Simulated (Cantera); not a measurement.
**Reactions in the system Al-C-O**

Standard-state values (1 bar) from the NASA 1993 polynomials, evaluated with Cantera. Values are per mole of reaction as written; species without (g) are pure solids or liquids, kept so even where they would boil at 1 bar.

C + 2 Al2O(g) = 4 Al + CO2(g)

```csv
T (K),ΔH° (kJ),ΔS° (J/K),ΔG° (kJ),log10 K
2098,2.9,-75.4,161.1,-4.01
2148,4.8,-74.5,164.8,-4.01
2198,6.7,-73.6,168.5,-4.00
2248,8.6,-72.7,172.2,-4.00
2298,10.6,-71.9,175.8,-4.00
2348,12.5,-71.1,179.4,-3.99
```

CO2(g) + 2 Al(g) = Al2O(g) + CO(g)

```
T (K)  ΔH° (kJ)  ΔS° (J/K)  ΔG° (kJ)  log10 K
-----  --------  ---------  --------  -------
2098     -525.5      -95.4    -325.3     8.10
2148     -525.7      -95.5    -320.6     7.79
2198     -525.9      -95.6    -315.8     7.50
2248     -526.1      -95.7    -311.0     7.23
2298     -526.3      -95.8    -306.2     6.96
2348     -526.5      -95.9    -301.4     6.71
```
